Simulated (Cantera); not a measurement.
Feed: 1 mol CO2, 0.6 mol H2O, a varied amount of H2, equilibrated at 725 K and 290 bar.

These are equilibrium values from Cantera (NASA tables, ideal gas, pure condensed phases), not measurements of a reactor. Candidate condensed phases: C, C6H6, C7H8, C8H18, H2O; 110 gas species. The ideal-gas law is rough above about 30 bar. Equilibrium is a limit: real reactors are often held back by kinetics, nucleation or transport.

Problem. At 3.8 mol H2, list the 6 most abundant gas species with their mole fractions, and the condensed phases.

Solution. H2O 0.691, CH4 0.261, H2 0.0272, CO2 0.0208, CO 0.000109, C2H6 1.66e-5. Condensed: gas only.
